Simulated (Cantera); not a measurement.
Charge: 1 mol CH3SiCl3, 0.11 mol CH4, 13 mol H2, equilibrated at 1823.15 K and 0.180 bar.

Cantera equilibrium calculation (NASA polynomials, part measured and part estimated; ideal gas, pure solids and liquids). Candidate condensed phases: C, C6H6, C7H8, C8H18, Si, SiC; 109 gas species. The feed counts by its element totals alone. The tables' values for SiCl3 are old estimates; treat these amounts as uncertain. Kinetics and transport are ignored.

Base state: H2 0.817, HCl 0.178, SiCl2 0.00311, H 0.000924, C2H2 (acetylene) 0.000173, Cl 0.000154, SiCl3 0.000119, CH4 8.57e-5 (mole fractions); condensed: C(graphite) + SiC(s).

What changes in the equilibrium state with this change: 1.5 mol HF added?


```csv
species,before,after
H2,0.817,0.788
HCl,0.178,0.165
HF,0,0.0242
SiF4,0,0.00785
SiF3,0,0.00747
SiF2,0,0.00254
SiHF3,0,0.000842
"C(graphite), mol",0.156,0.482
"SiC(s), mol",0.947,0.621
```
The tables' values for SiF3, SiF2, SiCl3 are old estimates; treat these amounts as uncertain.

What changes in the equilibrium state with this change: temperature from 1823.15 K to 2198 K?


```
species             before     after
----------------  --------  --------
H2                   0.817     0.809
HCl                  0.178     0.167
H                 0.000924    0.0118
SiCl2              0.00311   0.00712
SiC2               1.10e-8   2.04e-5
Si2C               7.89e-9   1.25e-5
Si                 6.58e-7  0.000214
SiH                2.70e-7   3.63e-5
C(graphite), mol     0.156     0.167
SiC(s), mol          0.947     0.874
```
The tables' values for SiCl, SiCl3 are old estimates; treat these amounts as uncertain. Gases not in the tables: Si2H6 and higher silanes.

What changes in the equilibrium state with this change: pressure from 0.180 bar to 0.00130 bar?


| species | before | after |
|---|---|---|
| H2 | 0.817 | 0.808 |
| HCl | 0.178 | 0.176 |
| H | 0.000924 | 0.0108 |
| SiCl2 | 0.00311 | 0.00306 |
| CH4 | 8.57e-5 | 6.06e-7 |
| Si | 6.58e-7 | 9.11e-5 |
| SiCl3 | 0.000119 | 9.85e-6 |
| Cl | 0.000154 | 0.00179 |
| SiCl | 4.16e-6 | 4.86e-5 |
| C(graphite), mol | 0.156 | 0.157 |
| SiC(s), mol | 0.947 | 0.947 |
The tables' values for SiCl are old estimates; treat these amounts as uncertain.
